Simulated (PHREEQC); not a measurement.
Consider water at 90 °C with 0.39 mol HCl and 0.00057 mol Al2(SO4)3 per kg of water. Closed to the air; pH follows from the charge balance.

Equilibrium calculation in PHREEQC: ion-association model, wateq4f.dat.

```
quantity                   before    after
------------------------  -------  -------
pH                           0.54     3.48
ionic strength (mol/kgw)    0.395    0.396
HSO4- (mol/kgw)           0.00167  5.26e-5
SO4-2 (mol/kgw)           3.73e-5  0.00103
AlSO4+ (mol/kgw)          5.68e-6  9.11e-5
AlHSO4+2 (mol/kgw)        1.10e-6  2.01e-8
SI of Boehmite (AlOOH)      -7.37    +1.23
SI of Gibbsite (Al(OH)3)    -7.60    +0.99
```

Question: What was changed between the two runs?
(A) HCl from 0.39 to 0.039 mol/kgw
(B) HCl replaced by AlCl3 at the same molality
(C) HCl replaced by NaCl at the same molality

Answer: C, HCl replaced by NaCl at the same molality

Precipitation was switched off in this run. Some of these states are supersaturated (in Boehmite (slow to form), Gibbsite (slow to form), for instance). Away from 25 °C the constants follow the database's enthalpies or fits; those with neither stay at their 25 °C values.
